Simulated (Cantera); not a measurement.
Input: 1 mol C3H6, 0.044 mol CO2, 0.37 mol N2, equilibrated at 2448 K and 0.133 bar.

These are equilibrium values from Cantera (NASA tables, ideal gas, pure condensed phases), not measurements of a reactor. Candidate condensed phases: C, C6H6, C7H8, C8H18, H2O; 136 gas species. The numbers say what is thermodynamically allowed, not how fast it happens.

Base state: H2 0.805, N2 0.0948, H 0.0489, CO 0.0248, HCN 0.0171, C2H2 (acetylene) 0.00696, HNC 0.00189, CN 5.59e-5 (mole fractions); condensed: C(graphite).

Question: What changes in the equilibrium state with this change: temperature from 2448 K to 1323.15 K?

Answer: 
```
species            before    after
----------------  -------  -------
H2                  0.805    0.867
N2                 0.0948    0.107
CO                 0.0248   0.0254
H                  0.0489  4.05e-6
HCN                0.0171  7.81e-5
CN                5.59e-5    <1e-9
C2H               2.71e-5    <1e-9
C4H2              2.48e-5    <1e-9
C(graphite), mol     2.84     2.95
```
